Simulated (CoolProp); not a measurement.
Aqueous methanol as a coolant, at 5 °C, 1 atm.

Computed with CoolProp (Melinder's fits for secondary coolants).

```csv
mass %,freezing point (°C),density (kg/m³),viscosity (mPa s),cp (kJ/(kg K)),conductivity (W/(m K))
5.8,-3.5,990.1,1.85,4.257,0.539
11.3,-7.5,982.3,2.18,4.216,0.510
16.9,-12.2,975.2,2.50,4.135,0.483
22.4,-17.4,968.3,2.76,4.042,0.456
28,-23.4,961.0,2.94,3.942,0.430
33.5,-29.9,953.2,3.03,3.843,0.405
39.1,-37.4,944.5,3.03,3.735,0.382
44.6,-45.6,935.3,2.94,3.619,0.361
50.2,-54.8,925.1,2.79,3.489,0.340
```
